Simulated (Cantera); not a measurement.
Calcination and drying: CaCO3 + H2 + CO2

Input: 1 mol CaCO3, 6.4 mol H2, 0.66 mol CO2, at 1852 °C.

Method: chemical equilibrium by Gibbs-energy minimisation in Cantera with the NASA 1993 tables (ideal gas, pure condensed phases). Candidate condensed phases: C, C6H6, C7H8, C8H18, Ca, CaCO3, CaO, Ca(OH)2, H2O; 115 gas species. Kinetics and transport are ignored.

From 10.0 Pa to 1000000 Pa the condensed part is CaO(s). The main Ca-bearing gas is Ca at 10.0 Pa and Ca(OH)2 at 1000000 Pa.

```csv
P (Pa),x H2,x H,x CO,x H2O,x Ca,x CO2,x OH,n CaO(s)
10,0.396,0.229,0.163,0.163,0.0180,0.0133,0.0117,0.819
68,0.517,0.100,0.182,0.180,0.00312,0.0126,0.00432,0.969
460,0.568,0.0403,0.189,0.188,0.000485,0.0124,0.00165,0.994
3200,0.588,0.0156,0.192,0.191,7.09e-5,0.0124,0.000628,0.998
22000,0.596,0.00598,0.193,0.193,1.04e-5,0.0124,0.000240,0.999
150000,0.599,0.00229,0.193,0.193,1.52e-6,0.0124,9.18e-5,1.000
1000000,0.600,0.000889,0.193,0.193,2.29e-7,0.0124,3.56e-5,1.000
```
x: gas mole fraction; n: condensed amount in mol.
